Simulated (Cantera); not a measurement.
Input: 1 mol Ca(OH)2, 0.043 mol C, 0.56 mol CO2, held at 1975 K and 7.50 Torr.

These are equilibrium values from Cantera (NASA tables, ideal gas, pure condensed phases), not measurements of a reactor. Candidate condensed phases: C, C6H6, C7H8, C8H18, Ca, CaCO3, CaO, Ca(OH)2, H2O; 115 gas species. Kinetics and transport are ignored.

Base state: H2O 0.595, CO2 0.325, CO 0.0471, H2 0.0192, OH 0.00560, O2 0.00546, H 0.00190, O 0.000407 (mole fractions); condensed: CaO(s).

Task: What changes in the equilibrium state with this change: Ca(OH)2 replaced by MgSO4?

Result: 
```csv
species,before,after
SO2,0,0.482
CO2,0.325,0.285
O2,0.00546,0.223
H2O,0.595,0
H2,0.0192,0
CO,0.0471,0.00645
Ca(OH)2,4.98e-5,0
OH,0.00560,0
H,0.00190,0
SO,0,0.00120
SO3,0,0.000137
"CaO(s), mol",1.000,0
"MgO(s), mol",0,1.000
```
Further candidate phases: Mg, MgCO3, MgO, MgS, MgSO4, S.

Task: What changes in the equilibrium state with this change: temperature from 1975 K to 1400 K?

Result: 
```csv
species,before,after
H2O,0.595,0.600
CO2,0.325,0.346
CO,0.0471,0.0298
OH,0.00560,3.76e-6
H2,0.0192,0.0238
Ca(OH)2,4.98e-5,7.23e-8
O2,0.00546,1.30e-8
O,0.000407,1.08e-9
"CaO(s), mol",1.000,1.00
```
